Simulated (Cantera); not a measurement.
**Thermodynamics of halide evaporation, hydrolysis and transport, feed CaF₂ + H₂**

Input: 1 mol CaF₂, 0.97 mol H₂, at 15.8 Torr.

Equilibrium computed with Cantera from the NASA thermochemical tables; the gas is ideal and each condensed phase is pure. Candidate condensed phases: Ca, CaF₂; 15 gas species. Rates play no part.

From 602 °C to 1352 °C the condensed part is CaF₂(s). From 1427 °C to 1502 °C the condensed part is CaF₂(l).

```tsv
T (°C)	x H₂	x CaF₂	x HF	x CaF	x H	n CaF₂(s)	n CaF₂(l)
602	1.00	<1e-12	1.70e-11	<1e-12	3.46e-10	1.00	0
677	1.00	<1e-12	3.47e-10	<1e-12	3.84e-9	1.00	0
752	1.00	2.09e-11	4.76e-9	3.07e-11	3.01e-8	1.00	0
827	1.00	6.13e-10	4.43e-8	6.42e-10	1.78e-7	1.00	0
902	1.000	1.15e-8	3.08e-7	8.94e-9	8.46e-7	1.00	0
977	1.000	1.48e-7	1.70e-6	8.93e-8	3.34e-6	1.000	0
1052	1.000	1.41e-6	7.68e-6	6.76e-7	1.13e-5	1.000	0
1127	1.000	1.04e-5	2.96e-5	4.04e-6	3.36e-5	1.000	0
1202	1.000	6.05e-5	9.93e-5	1.96e-5	8.95e-5	1.000	0
1277	0.999	0.000290	0.000296	7.92e-5	0.000217	1.000	0
1352	0.997	0.00118	0.000800	0.000276	0.000486	0.998	0
1427	0.991	0.00413	0.00198	0.000836	0.00101	0	0.995
1502	0.978	0.0119	0.00439	0.00216	0.00198	0	0.985
```
x: gas mole fraction; n: condensed amount in mol.
